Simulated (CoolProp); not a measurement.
Vapour-liquid equilibrium of acetone (1) + n-hexane (2) at 447 K; x and y are mole fractions of (1).

Model: multi-fluid Helmholtz-energy mixture model, Lemmon 2006 and Thol 2019; pair parameters Bell 2016, in CoolProp.

Q: Give the bubble pressure and the first vapour's composition at x = 0.25, 0.65, 0.75. Is there an azeotrope?

A: x = 0.25: 1657 kPa, y = 0.374; x = 0.65: 1936 kPa, y = 0.666; x = 0.75: 1938 kPa, y = 0.740. y crosses x between x = 0.65 and 0.75: the model has an azeotrope there.

The pair parameters rest on a limited set of measurements; away from them the model extrapolates.
